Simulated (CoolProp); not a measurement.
R123 at 298.15 K and 0.0087 MPa flows at 0.37 m/s in a round tube of 1 mm bore and 15 µm roughness, fully developed (64/Re and Nu = 3.66 if laminar; Colebrook and Gnielinski if turbulent). Each further row changes one setting.

The numbers come from the reference Helmholtz-energy equation of state, Younglove 1994 in CoolProp. It is a modified Benedict-Webb-Rubin equation, recast in Helmholtz form.

| case | Reynolds number | Darcy friction factor | pressure drop (Pa/m) | heat-transfer coefficient (W/(m² K)) | mass flow (kg/h) |
|---|---|---|---|---|---|
| as stated | ___ | ___ | ___ | 33.7 | ___ |
| velocity 0.74 m/s | 36.9 | 1.73 | ___ | 33.7 | ___ |
| diameter 2 mm | 36.9 | 1.73 | 31.9 | ___ | 0.00225 |

Some entries are withheld; supply them.


- as stated, Reynolds number: 18.5
- as stated, Darcy friction factor: 3.46
- as stated, pressure drop (Pa/m): 128
- as stated, mass flow (kg/h): 0.000564
- velocity 0.74 m/s, pressure drop (Pa/m): 256
- velocity 0.74 m/s, mass flow (kg/h): 0.00113
- diameter 2 mm, heat-transfer coefficient (W/(m² K)): 16.8

Viscosity comes from a separate model (Tanaka 1996). Thermal conductivity comes from a separate model (Laesecke 1996).
